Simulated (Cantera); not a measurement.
What does this Cantera script print?

```python
import numpy as np
import cantera as ct

gas = ct.Solution("gri30.yaml")
gas.TPX = 1575, 55000, {'CH4': 1, 'C2H6': 0.14, 'C3H8': 0.1, 'O2': 3.08, 'N2': 11.6, 'CO2': 0.15}
reactor = ct.IdealGasReactor(gas, energy="on", clone=False)
net = ct.ReactorNet([reactor])
net.rtol, net.atol = 1e-08, 1e-16
show = ['CH4', 'C2H6', 'C3H8', 'C2H', 'O2', 'H2O2', 'H']
times = np.geomspace(5e-06, 4, 11)

steps = ct.SolutionArray(gas, extra=["t"])
rows = []
print(f"{'t/s':>10s}{'T/K':>9s}{'P/Pa':>11s}" + "".join(f"{s:>11s}" for s in show))
for t in times:
    while net.time < t:
        t_next = net.step()
        steps.append(gas.state, t=t_next)
    rows.append([np.interp(t, steps.t, y) for y in (steps.T, steps.P, *steps(*show).X.T)])
    print(f"{t:10.3e}{rows[-1][0]:9.1f}{rows[-1][1]:11.4g}" + "".join(f"{x:11.3e}" for x in rows[-1][2:]))
rate = np.gradient(steps.T, steps.t)
print("integrator steps:", len(steps.t))
if steps.T.max() > steps.T[0] + 200:
    print(f"time of steepest temperature rise: {steps.t[rate.argmax()]:.4e} s")
gas.TPX = 1575, 55000, {'CH4': 1, 'C2H6': 0.14, 'C3H8': 0.1, 'O2': 3.08, 'N2': 11.6, 'CO2': 0.15}
gas.equilibrate("UV")
print(f"equilibrium (UV): T = {gas.T:.1f} K  " + "  ".join(f"{s} {gas[s].X[0]:.3e}" for s in show))
```

It prints:

```
       t/s      T/K       P/Pa        CH4       C2H6       C3H8        C2H         O2       H2O2          H
 5.000e-06   1572.4  5.493e+04  6.215e-02  8.613e-03  6.045e-03  5.455e-14  1.915e-01  2.955e-07  1.111e-05
 1.947e-05   1567.2  5.482e+04  6.149e-02  8.149e-03  5.395e-03  1.610e-11  1.907e-01  3.745e-06  2.925e-05
 7.579e-05   1633.9  5.789e+04  5.177e-02  4.631e-03  1.683e-03  1.889e-08  1.769e-01  2.019e-05  1.871e-04
 2.951e-04   2836.9  1.065e+05  2.078e-15  1.275e-29  1.704e-43  5.404e-19  3.120e-02  2.825e-07  1.450e-02
 1.149e-03   2851.7  1.068e+05  2.676e-15  1.825e-29  3.202e-43  6.611e-19  2.789e-02  2.952e-07  1.330e-02
 4.472e-03   2847.9  1.066e+05  2.770e-15  1.934e-29  3.481e-43  6.578e-19  2.673e-02  2.878e-07  1.316e-02
 1.741e-02   2847.9  1.066e+05  2.771e-15  1.935e-29  3.483e-43  6.578e-19  2.672e-02  2.877e-07  1.316e-02
 6.778e-02   2847.9  1.066e+05  2.771e-15  1.935e-29  3.483e-43  6.578e-19  2.672e-02  2.877e-07  1.316e-02
 2.639e-01   2847.9  1.066e+05  2.771e-15  1.935e-29  3.483e-43  6.578e-19  2.672e-02  2.877e-07  1.316e-02
 1.027e+00   2847.9  1.066e+05  2.771e-15  1.935e-29  3.483e-43  6.578e-19  2.672e-02  2.877e-07  1.316e-02
 4.000e+00   2847.9  1.066e+05  2.771e-15  1.935e-29  3.483e-43  6.578e-19  2.672e-02  2.877e-07  1.316e-02
integrator steps: 1660
time of steepest temperature rise: 1.1096e-04 s
equilibrium (UV): T = 2847.9 K  CH4 3.714e-15  C2H6 3.407e-29  C3H8 7.044e-43  C2H 6.901e-19  O2 2.672e-02  H2O2 2.877e-07  H 1.316e-02
```

Model: GRI-Mech 3.0 (53 species, 325 reactions), integrated in Cantera.
